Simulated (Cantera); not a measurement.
A closed system holds: 1 mol FeS, 1.9 mol H2S, 1 mol N2, held at 1150 °C and 10.0 Torr.

These are equilibrium values from Cantera (NASA tables, ideal gas, pure condensed phases), not measurements of a reactor. Candidate condensed phases: Fe, FeS, FeS2, S; 16 gas species. FeS: taken at fixed stoichiometry. Equilibrium is a limit: real reactors are often held back by kinetics, nucleation or transport.

Base state: H2 0.406, N2 0.274, S2 0.202, H2S 0.113, SH 0.00337, S 6.19e-5, H 3.67e-5 (mole fractions); condensed: FeS(s).

Question: What changes in the equilibrium state with this change: pressure from 10.0 Torr to 443 Torr?

Answer: 
| species | before | after |
|---|---|---|
| H2S | 0.113 | 0.338 |
| N2 | 0.274 | 0.304 |
| H2 | 0.406 | 0.238 |
| S2 | 0.202 | 0.118 |
| H | 3.67e-5 | 4.23e-6 |
| S | 6.19e-5 | 7.12e-6 |
| SH | 0.00337 | 0.00197 |
| FeS(s), mol | 1.00 | 1.00 |
